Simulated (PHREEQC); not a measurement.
Dissolve 0.0036 mol CO2, 3.7e-05 mol TMAH, 0.028 mol (NH4)2HPO4 and 0.0015 mol Na2HPO4 per kg of water at 25 °C. Closed to the air; pH follows from the charge balance.

All values are PHREEQC results (ion-association model, phreeqc.dat), not measurements.

The ionic strength comes out as 0.0829 mol/kgw. What activity coefficients do H2PO4-, CO3-2, NaHPO4-, HCO3-, Na+ get?

H2PO4- 0.80, CO3-2 0.41, NaHPO4- 0.80, HCO3- 0.80, Na+ 0.80.

Precipitation was switched off in this run. Species that the database lacks are ignored. (CH3)4N+ isn't in the database: it is added as a free cation with an ion size of 4 Å.
